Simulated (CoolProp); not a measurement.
Vapour-liquid equilibrium of carbon dioxide (1) + R134a (2) at 229.8 K; x and y are mole fractions of (1).

The numbers come from the multi-fluid Helmholtz-energy mixture model, Span 1996 and Tillner-Roth 1994; pair parameters Bell 2016 in CoolProp.

| x | bubble pressure (MPa) | y at the bubble point | dew pressure at overall composition x (MPa) | liquid density (mol/L) |
|---|---|---|---|---|
| 0.05 | 0.07694 | 0.464 | 0.04498 | 14.35 |
| 0.2 | 0.1983 | 0.820 | 0.05296 | 15.50 |
| 0.35 | 0.3324 | 0.910 | 0.06436 | 16.81 |
| 0.5 | 0.4648 | 0.948 | 0.08199 | 18.32 |
| 0.65 | 0.5901 | 0.969 | 0.1130 | 20.07 |
| 0.8 | 0.7121 | 0.984 | 0.1821 | 22.16 |
| 0.95 | 0.8402 | 0.996 | 0.4754 | 24.69 |

No azeotrope shows between x = 0.05 and 0.95.

The pair parameters rest on a limited set of measurements; away from them the model extrapolates.
